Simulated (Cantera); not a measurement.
A closed system holds: 1 mol Fe2O3, 0.079 mol SO3, 0.65 mol O2, at 1800 K.

Equilibrium computed with Cantera from the NASA thermochemical tables; the gas is ideal and each condensed phase is pure. Candidate condensed phases: Fe, FeO, FeS, FeSO4, FeS2, Fe2O3, Fe2(SO4)3, Fe3O4, S; 12 gas species. Rates play no part.

Problem. At 88.0 mbar, list the 4 most abundant gas species with their mole fractions, and the condensed phases.

Solution. O2 0.915, SO2 0.0842, O 0.000392, SO3 0.000251. Condensed: Fe3O4(s).
